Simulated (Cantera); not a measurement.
Charge: 1 mol B, 0.21 mol H₂O, 0.39 mol N₂, equilibrated at 0.00170 bar.

Cantera equilibrium calculation (NASA polynomials, part measured and part estimated; ideal gas, pure solids and liquids). Candidate condensed phases: B, BN, B₂O₃, B₃O₃H₃, H₂O; 39 gas species. The tables' values for BH₂ are old estimates; treat these amounts as uncertain. Rates play no part. All values below are at 2175 °C.

Base state: N₂ 0.429, BO 0.203, H 0.177, H₂ 0.134, B 0.0306, HBO 0.0154, B₂O 0.00669, B₂O₂ 0.00278 (mole fractions); condensed: B(l).

**Question.** What changes in the equilibrium state with this change: N₂ from 0.39 to 50 mol?

**Answer.** 
```json
[
 {"species": "N₂", "before": "0.429", "after": "0.973"},
 {"species": "B", "before": "0.0306", "after": "0.0150"},
 {"species": "H", "before": "0.177", "after": "0.00765"},
 {"species": "BO", "before": "0.203", "after": "0.00401"},
 {"species": "HBO", "before": "0.0154", "after": "1.31e-5"},
 {"species": "H₂", "before": "0.134", "after": "0.000251"},
 {"species": "B₂O₂", "before": "0.00278", "after": "1.08e-6"},
 {"species": "BH₂", "before": "0.000457", "after": "4.20e-7"},
 {"species": "B₂O", "before": "0.00669", "after": "6.47e-5"},
 {"species": "BH", "before": "0.000276", "after": "5.85e-6"},
 {"species": "B(l), mol", "before": "0.755", "after": "0"}
]
```
